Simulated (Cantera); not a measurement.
What does this Cantera script print?

```python
import numpy as np
import cantera as ct

gas = ct.Solution("gri30.yaml")


def delay(T, t_max=10):
    gas.TPX = T, 43000, {'C3H8': 1, 'O2': 2.2, 'N2': 10}
    reactor = ct.IdealGasConstPressureReactor(gas, clone=False)
    net = ct.ReactorNet([reactor])
    net.rtol, net.atol = 1e-8, 1e-16
    while net.time < t_max:
        t_old, T_old = net.time, reactor.T
        net.step()
        if reactor.T > T + 400:  # ignition: a rise of 400 K
            return t_old + (T + 400 - T_old) / (reactor.T - T_old) * (net.time - t_old)
    return np.nan


taus = []
for T in [1150, 1200, 1250, 1300, 1350, 1400, 1450, 1500, 1550]:
    taus.append(delay(T))
    print(f"T0 = {T:6g} K   tau = {taus[-1]:.4e} s")
```

Output:

```
T0 =   1150 K   tau = 3.0411e-02 s
T0 =   1200 K   tau = 1.0634e-02 s
T0 =   1250 K   tau = 4.1603e-03 s
T0 =   1300 K   tau = 1.8230e-03 s
T0 =   1350 K   tau = 8.9033e-04 s
T0 =   1400 K   tau = 4.8062e-04 s
T0 =   1450 K   tau = 2.8391e-04 s
T0 =   1500 K   tau = 1.8149e-04 s
T0 =   1550 K   tau = 1.2413e-04 s
```

Cantera simulation using GRI-Mech 3.0 (53 species, 325 reactions); the numbers are that mechanism's predictions, not measurements. GRI-Mech 3.0 was tuned for natural gas; its chemistry of propane as a main component is partial and can be far from experiment.
